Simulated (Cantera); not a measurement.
# Ignition delay

Mixture: H2 : O2 : N2 = 1 : 0.294 : 1.11 (molar parts), at 760 Torr, adiabatic and at constant pressure. Ignition delay is the time to a rise of 400 K.

Cantera simulation using the H2/O2 subset of GRI-Mech 3.0, which has no nitrogen chemistry; the numbers are that mechanism's predictions, not measurements. Below about 950 K walls govern HO2 and H2O2 in real vessels.

```json
[
 {"T0 (K)": "850", "delay (ms)": "1480"},
 {"T0 (K)": "900", "delay (ms)": "196"},
 {"T0 (K)": "950", "delay (ms)": "9.10"},
 {"T0 (K)": "1000", "delay (ms)": "0.364"},
 {"T0 (K)": "1050", "delay (ms)": "0.159"},
 {"T0 (K)": "1100", "delay (ms)": "0.0972"},
 {"T0 (K)": "1150", "delay (ms)": "0.0674"}
]
```

| Property | Value |
|---|---|
| apparent activation energy between 1050 and 1150 K | 86 kJ/mol |
